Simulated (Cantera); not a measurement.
Charge: 1 mol Fe(CO)5, 0.53 mol O2, 28 mol N2, held at 898.15 K and 1.20 mbar.

Cantera equilibrium calculation (NASA polynomials, part measured and part estimated; ideal gas, pure solids and liquids). Candidate condensed phases: C, Fe, Fe(CO)5, FeO, Fe2O3, Fe3O4; 27 gas species. Kinetics and transport are ignored.

Base state: N2 0.848, CO 0.119, CO2 0.0321 (mole fractions); condensed: Fe(α).

Q: What changes in the equilibrium state with this change: temperature from 898.15 K to 1398.15 K?

A: 
| species | before | after |
|---|---|---|
| N2 | 0.848 | 0.848 |
| CO | 0.119 | 0.129 |
| CO2 | 0.0321 | 0.0223 |
| Fe | <1e-9 | 1.22e-5 |
| Fe(α), mol | 1.00 | 0 |
| Fe(γ), mol | 0 | 0.677 |
| FeO(s), mol | 0 | 0.323 |
Mutual solubility and eutectic melting of coexisting phases are not modelled. The tables' stoichiometric FeO is somewhat more stable than real wüstite, so its field is too wide. FeO: taken at fixed stoichiometry.

Q: What changes in the equilibrium state with this change: O2 from 0.53 to 0.07 mol?

A: 
```
species     before    after
----------  ------  -------
N2           0.848    0.848
CO           0.119    0.147
CO2         0.0321  0.00424
Fe(α), mol    1.00     1.00
```
